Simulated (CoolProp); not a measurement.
Vapour-liquid equilibrium of n-pentane (1) + benzene (2) at 371.9 K; x and y are mole fractions of (1).

The numbers come from the multi-fluid Helmholtz-energy mixture model, Thol 2019 and Thol 2012; pair parameters Bell 2016 in CoolProp.

| x | bubble pressure (bar) | y at the bubble point | dew pressure at overall composition x (bar) | liquid density (mol/L) |
|---|---|---|---|---|
| 0.05 | 2.081 | 0.195 | 1.818 | 9.982 |
| 0.2 | 2.911 | 0.492 | 2.091 | 9.523 |
| 0.35 | 3.559 | 0.641 | 2.451 | 9.090 |
| 0.5 | 4.109 | 0.741 | 2.939 | 8.679 |
| 0.65 | 4.615 | 0.823 | 3.605 | 8.291 |
| 0.8 | 5.105 | 0.899 | 4.467 | 7.924 |
| 0.95 | 5.599 | 0.974 | 5.440 | 7.578 |

No azeotrope shows between x = 0.05 and 0.95.

The pair parameters rest on a limited set of measurements; away from them the model extrapolates.
